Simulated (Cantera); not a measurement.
Cantera run, input and output.

```python
import numpy as np
import cantera as ct

gas = ct.Solution("gri30.yaml")
gas.TPX = 900, 100000, {'CO': 0.0054, 'O2': 0.066, 'H2O': 0.0045, 'N2': 1}
reactor = ct.IdealGasConstPressureReactor(gas, energy="off", clone=False)
net = ct.ReactorNet([reactor])
net.rtol, net.atol = 1e-08, 1e-18
show = ['CO', 'O2', 'H2O', 'NO2', 'H']
times = np.geomspace(9e-06, 200, 15)

steps = ct.SolutionArray(gas, extra=["t"])
rows = []
print(f"{'t/s':>10s}{'T/K':>9s}{'P/Pa':>11s}" + "".join(f"{s:>11s}" for s in show))
for t in times:
    while net.time < t:
        t_next = net.step()
        steps.append(gas.state, t=t_next)
    rows.append([np.interp(t, steps.t, y) for y in (steps.T, steps.P, *steps(*show).X.T)])
    print(f"{t:10.3e}{rows[-1][0]:9.1f}{rows[-1][1]:11.4g}" + "".join(f"{x:11.3e}" for x in rows[-1][2:]))
rate = np.gradient(steps.T, steps.t)
print("integrator steps:", len(steps.t))
if steps.T.max() > steps.T[0] + 200:
    print(f"time of steepest temperature rise: {steps.t[rate.argmax()]:.4e} s")
gas.TPX = 900, 100000, {'CO': 0.0054, 'O2': 0.066, 'H2O': 0.0045, 'N2': 1}
gas.equilibrate("TP")
print(f"equilibrium (TP): T = {gas.T:.1f} K  " + "  ".join(f"{s} {gas[s].X[0]:.3e}" for s in show))
```

It prints:

```
       t/s      T/K       P/Pa         CO         O2        H2O        NO2          H
 9.000e-06    900.0      1e+05  5.019e-03  6.134e-02  4.183e-03  1.665e-38  6.838e-18
 3.013e-05    900.0      1e+05  5.019e-03  6.134e-02  4.183e-03  7.251e-37  1.119e-16
 1.009e-04    900.0      1e+05  5.019e-03  6.134e-02  4.183e-03  3.740e-35  1.400e-15
 3.377e-04    900.0      1e+05  5.019e-03  6.134e-02  4.183e-03  2.872e-33  1.010e-14
 1.131e-03    900.0      1e+05  5.019e-03  6.134e-02  4.183e-03  4.501e-31  4.278e-14
 3.785e-03    900.0      1e+05  5.019e-03  6.134e-02  4.183e-03  1.166e-28  1.359e-13
 1.267e-02    900.0      1e+05  5.019e-03  6.134e-02  4.183e-03  2.940e-26  3.310e-13
 4.243e-02    900.0      1e+05  5.019e-03  6.134e-02  4.183e-03  4.810e-24  6.535e-13
 1.420e-01    900.0      1e+05  5.019e-03  6.134e-02  4.183e-03  7.013e-22  1.826e-12
 4.755e-01    900.0      1e+05  5.019e-03  6.134e-02  4.183e-03  4.633e-19  1.186e-11
 1.592e+00    900.0      1e+05  5.005e-03  6.134e-02  4.182e-03  3.322e-15  2.251e-10
 5.330e+00    900.0      1e+05  4.763e-03  6.122e-02  4.181e-03  5.662e-13  7.414e-10
 1.784e+01    900.0      1e+05  3.836e-03  6.079e-02  4.182e-03  1.082e-11  6.423e-10
 5.974e+01    900.0      1e+05  1.902e-03  5.988e-02  4.187e-03  9.794e-11  3.158e-10
 2.000e+02    900.0      1e+05  2.957e-04  5.912e-02  4.192e-03  3.811e-10  3.730e-11
integrator steps: 845
equilibrium (TP): T = 900.0 K  CO 2.900e-14  O2 5.898e-02  H2O 4.193e-03  NO2 3.297e-07  H 2.774e-17
```

Cantera simulation using GRI-Mech 3.0 (53 species, 325 reactions); the numbers are that mechanism's predictions, not measurements.
